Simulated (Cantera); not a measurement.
Input: 1 mol SO2, 0.27 mol O2, at 4800 Torr.

These are equilibrium values from Cantera (NASA tables, ideal gas, pure condensed phases), not measurements of a reactor. Candidate condensed phases: S; 10 gas species. The numbers say what is thermodynamically allowed, not how fast it happens. All values below are at 2048 K.

Base state: SO2 0.784, O2 0.211, SO3 0.00449, O 0.000174, SO 0.000153 (mole fractions); condensed: gas only.

What changes in the equilibrium state with this change: pressure from 4800 Torr to 165 Torr?


```csv
species,before,after
SO2,0.784,0.785
O2,0.211,0.212
O,0.000174,0.000941
SO3,0.00449,0.000835
SO,0.000153,0.000826
```
